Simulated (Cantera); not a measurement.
Thermodynamics of silicon carbide growth, feed (CH₃)₂SiCl₂ + C₃H₈ + H₂

A closed system holds: 1 mol (CH₃)₂SiCl₂, 0.024 mol C₃H₈, 13 mol H₂, held at 1123.15 K.

These are equilibrium values from Cantera (NASA tables, ideal gas, pure condensed phases), not measurements of a reactor. Candidate condensed phases: C, C₆H₆, C₇H₈, C₈H₁₈, Si, SiC; 109 gas species. The feed counts by its element totals alone. The tables' values for SiCl₃ are old estimates; treat these amounts as uncertain. Equilibrium is a limit: real reactors are often held back by kinetics, nucleation or transport.

From 1.00 mbar to 1.00 bar the condensed part is C(graphite) + SiC(s). The main Si-bearing gas is SiCl₂ at 1.00 mbar and SiCl₄ at 1.00 bar. The share of Si in condensed phases is highest at 1.00 mbar (99.9 %) and lowest at 1.00 bar (84.5 %).

```json
[
 {"P (Pa)": "100", "log p H₂": "-3.05", "log p HCl": "-3.93", "log p CH₄": "-7.64", "log p SiCl₄": "-7.55", "n C(graphite)": "1.07", "n SiC(s)": "0.999"},
 {"P (Pa)": "320", "log p H₂": "-2.55", "log p HCl": "-3.43", "log p CH₄": "-6.63", "log p SiCl₄": "-6.55", "n C(graphite)": "1.07", "n SiC(s)": "0.997"},
 {"P (Pa)": "1000", "log p H₂": "-2.05", "log p HCl": "-2.94", "log p CH₄": "-5.64", "log p SiCl₄": "-5.57", "n C(graphite)": "1.07", "n SiC(s)": "0.994"},
 {"P (Pa)": "3200", "log p H₂": "-1.55", "log p HCl": "-2.44", "log p CH₄": "-4.63", "log p SiCl₄": "-4.60", "n C(graphite)": "1.08", "n SiC(s)": "0.983"},
 {"P (Pa)": "10000", "log p H₂": "-1.05", "log p HCl": "-1.97", "log p CH₄": "-3.64", "log p SiCl₄": "-3.69", "n C(graphite)": "1.07", "n SiC(s)": "0.959"},
 {"P (Pa)": "32000", "log p H₂": "-0.55", "log p HCl": "-1.50", "log p CH₄": "-2.62", "log p SiCl₄": "-2.85", "n C(graphite)": "1.04", "n SiC(s)": "0.912"},
 {"P (Pa)": "100000", "log p H₂": "-0.05", "log p HCl": "-1.07", "log p CH₄": "-1.64", "log p SiCl₄": "-2.11", "n C(graphite)": "0.848", "n SiC(s)": "0.845"}
]
```
log p: log10 of the partial pressure in bar; n: condensed amount in mol.
